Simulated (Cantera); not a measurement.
Feed: 1 mol CS2, 0.37 mol H2, held at 1523 K and 0.100 bar.

Equilibrium computed with Cantera from the NASA thermochemical tables; the gas is ideal and each condensed phase is pure. Candidate condensed phases: C, C6H6, C7H8, C8H18, S; 83 gas species. Rates play no part.

Base state: CS2 0.600, H2 0.206, S2 0.117, H2S 0.0724, SH 0.00275, CS 0.00221, S 5.72e-5, H 3.31e-5 (mole fractions); condensed: C(graphite).

### Question
What changes in the equilibrium state with this change: temperature from 1523 K to 2723 K?

### Answer
```
species            before    after
----------------  -------  -------
CS                0.00221    0.438
S2                  0.117    0.141
H2                  0.206    0.132
CS2                 0.600   0.0622
S                 5.72e-5    0.123
H                 3.31e-5   0.0710
H2S                0.0724  0.00218
SH                0.00275   0.0314
C2H2 (acetylene)  2.43e-6  5.44e-5
C(graphite), mol    0.203        0
```
